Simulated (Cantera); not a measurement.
## Thermodynamics of silicon epitaxy and polysilicon growth, feed SiH2Cl2 + Cl2 + N2

Input: 1 mol SiH2Cl2, 0.69 mol Cl2, 67 mol N2, equilibrated at 1.00 Torr.

Cantera equilibrium calculation (NASA polynomials, part measured and part estimated; ideal gas, pure solids and liquids). Candidate condensed phases: NH4Cl, Si, Si3N4; 28 gas species. N2 is the only nitrogen source here; it is nearly inert below about 1500 K, so the nitride shown seldom forms there in practice. The tables' values for SiCl3 are old estimates; treat these amounts as uncertain. Equilibrium is a limit: real reactors are often held back by kinetics, nucleation or transport.

```tsv
T (°C)	x N2	x HCl	x SiCl2	x SiCl4	x H2	x SiCl3	x Cl	x SiHCl3	n Si3N4(s)
675	0.967	0.0255	5.98e-7	0.00587	0.00175	1.02e-5	8.36e-9	1.81e-6	0.198
725	0.967	0.0258	3.57e-6	0.00579	0.00162	2.90e-5	3.52e-8	2.51e-6	0.200
775	0.967	0.0260	1.79e-5	0.00569	0.00151	7.46e-5	1.29e-7	3.37e-6	0.200
825	0.967	0.0262	7.68e-5	0.00555	0.00142	0.000174	4.22e-7	4.38e-6	0.200
875	0.966	0.0263	0.000285	0.00526	0.00136	0.000369	1.23e-6	5.46e-6	0.197
925	0.966	0.0263	0.000916	0.00469	0.00134	0.000697	3.24e-6	6.45e-6	0.188
975	0.965	0.0261	0.00248	0.00362	0.00142	0.00112	7.60e-6	6.91e-6	0.167
1025	0.964	0.0255	0.00533	0.00212	0.00167	0.00137	1.55e-5	6.24e-6	0.130
1075	0.963	0.0243	0.00872	0.000835	0.00227	0.00120	2.69e-5	4.44e-6	0.0843
```
x: gas mole fraction; n: condensed amount in mol.

From 675 °C to 1075 °C the condensed part is Si3N4(s). The main Si-bearing gas is SiCl4 at 675 °C and SiCl2 at 1075 °C. The share of Si in condensed phases is highest at 775 °C (60.1 %) and lowest at 1075 °C (25.3 %).
